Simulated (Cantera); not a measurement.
**Gas activation for diamond growth**

A perfectly stirred reactor is fed with 1.84 % CH4, 87.6 % H2, 10.5 % H, at 100.0 Torr; it is held at 2075 K, and followed from long to short residence time.

Cantera simulation using GRI-Mech 3.0 (53 species, 325 reactions); the numbers are that mechanism's predictions, not measurements. GRI-Mech 3.0 stops at C3 and has no aromatics, soot or wall deposition, so with more carbon than oxygen in the feed, carbon stays in small species such as C2H2 where larger ones or solid carbon would form.

```
τ (s)       x CH4   x H2      x H     x CH3    x C2H   x C2H4   x C2H6
-------  --------  -----  -------  --------  -------  -------  -------
6.2      0.000322  0.983  0.00745   4.75e-5  1.68e-6  5.45e-6  1.47e-9
1.9      0.000530  0.983  0.00768   8.07e-5  1.71e-6  5.41e-6  4.01e-9
0.57     0.000874  0.982  0.00819  0.000142  1.79e-6  5.41e-6  1.16e-8
0.18      0.00133  0.981  0.00920  0.000242  1.95e-6  5.64e-6  3.02e-8
0.053     0.00183  0.978   0.0115  0.000415  2.34e-6  6.51e-6  7.14e-8
0.016     0.00205  0.973   0.0163  0.000663  3.23e-6  8.32e-6  1.27e-7
0.0050    0.00189  0.964   0.0255  0.000955  5.04e-6  1.07e-5  1.63e-7
0.0015    0.00165  0.949   0.0400   0.00130  7.85e-6  1.37e-5  1.85e-7
0.00046   0.00179  0.935   0.0541   0.00188  1.01e-5  2.05e-5  2.74e-7
0.00014   0.00246  0.923   0.0651   0.00300  1.06e-5  3.69e-5  5.69e-7
```
x: mole fraction; the columns are a selection and need not sum to one.
